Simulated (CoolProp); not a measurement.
Properties of n-decane along the isotherm 620 K (Tc = 617.7 K, pc = 2.101 MPa, ω = 0.488).

The numbers come from the reference Helmholtz-energy equation of state, Lemmon 2006 in CoolProp. It is a short technical equation, of lower accuracy than the large ones.

| p (MPa) | phase | density (kg/m³) | cp (kJ/(kg K)) | Joule-Thomson coefficient (K/MPa) | viscosity (µPa s) |
|---|---|---|---|---|---|
| 0.955 | gas | 32.24 | 3.080 | 11.20 | 11.1 |
| 1.91 | gas | 100.9 | 4.267 | 22.58 | 14.8 |
| 2.87 | supercritical | 373.7 | 3.960 | 2.937 | 55.4 |
| 3.82 | supercritical | 404.9 | 3.653 | 1.438 | 63.7 |
| 4.78 | supercritical | 423.5 | 3.543 | ___ | 69.5 |
| 5.73 | supercritical | 437.0 | 3.483 | 0.6500 | 74.1 |
| 6.69 | supercritical | 447.8 | 3.443 | ___ | 78.1 |
| 7.64 | supercritical | ___ | 3.415 | 0.3598 | 81.6 |
| 8.6 | supercritical | ___ | 3.394 | 0.2714 | 84.9 |
| 9.55 | supercritical | 471.5 | 3.377 | 0.2038 | 87.9 |
| 10.5 | supercritical | 477.6 | 3.363 | 0.1498 | 90.7 |

Q: Complete the blanks.

A: 
- 4.78, Joule-Thomson coefficient (K/MPa): 0.9203
- 6.69, Joule-Thomson coefficient (K/MPa): 0.4780
- 7.64, density (kg/m³): 456.8
- 8.6, density (kg/m³): 464.6

Viscosity comes from a separate model (Huber 2004).
